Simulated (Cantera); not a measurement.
## Thermodynamics of silicon oxide and oxynitride deposition, feed SiH4 + O2 + N2

A closed system holds: 1 mol SiH4, a varied amount of O2, 3 mol N2, at 973 K and 1.70 mbar.

These are equilibrium values from Cantera (NASA tables, ideal gas, pure condensed phases), not measurements of a reactor. Candidate condensed phases: H2O, Si, SiO2, Si2N2O, Si3N4; 35 gas species. N2 is the only nitrogen source here; it is nearly inert below about 1500 K, so the nitride shown seldom forms there in practice. Rates play no part.

```csv
n(O2) (mol),log p O2,log p N2,log p H2,log p H2O,n SiO2(β-quartz),n Si2N2O(s)
0.75,<-14,-3.00,-3.15,-8.04,0.667,0.167
2.5,-3.81,-3.03,-11.72,-3.21,1.00,0
4.2,-3.28,-3.15,-12.10,-3.33,1.00,0
5.9,-3.13,-3.24,-12.27,-3.42,1.00,0
7.6,-3.05,-3.32,-12.39,-3.49,1.00,0
9.3,-3.00,-3.38,-12.48,-3.56,1.00,0
11,-2.96,-3.44,-12.55,-3.61,1.00,0
13,-2.93,-3.50,-12.62,-3.67,1.00,0
```
log p: log10 of the partial pressure in bar; n: condensed amount in mol.

At 0.75 mol O2 the condensed part is SiO2(β-quartz) + Si2N2O(s). From 2.5 mol O2 to 13 mol O2 the condensed part is SiO2(β-quartz).
